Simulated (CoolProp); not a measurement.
Saturation properties of carbonyl sulfide.

The numbers come from the reference Helmholtz-energy equation of state, Lemmon 2006 in CoolProp. It is a short technical equation, of lower accuracy than the large ones.

| T (K) | p (MPa) | liquid density (kg/m³) | vapour density (kg/m³) | enthalpy of vaporisation (kJ/kg) | liquid cp (kJ/(kg K)) |
|---|---|---|---|---|---|
| 294.5 | ___ | 1001 | ___ | 249.1 | 1.353 |
| 303.4 | 1.456 | 974.7 | 42.33 | 239.0 | 1.396 |
| 312.4 | ___ | 946.6 | ___ | 227.9 | 1.450 |
| 321.3 | 2.183 | ___ | 64.68 | 215.7 | 1.518 |
| 330.2 | 2.629 | 884.3 | 79.45 | ___ | 1.608 |
| 339.1 | 3.136 | 848.5 | 97.65 | 186.8 | 1.733 |
| 348 | 3.713 | 808.1 | 120.6 | ___ | 1.923 |
| 356.9 | 4.364 | 760.9 | 150.8 | 147.6 | 2.254 |

Problem. Some entries are withheld; supply them.

Solution. 
- 294.5, p (MPa): 1.169
- 294.5, vapour density (kg/m³): 33.95
- 312.4, p (MPa): 1.795
- 312.4, vapour density (kg/m³): 52.52
- 321.3, liquid density (kg/m³): 916.7
- 330.2, enthalpy of vaporisation (kJ/kg): 202.2
- 348, enthalpy of vaporisation (kJ/kg): 169.0

It boils at 223.0 K under 1 atm.
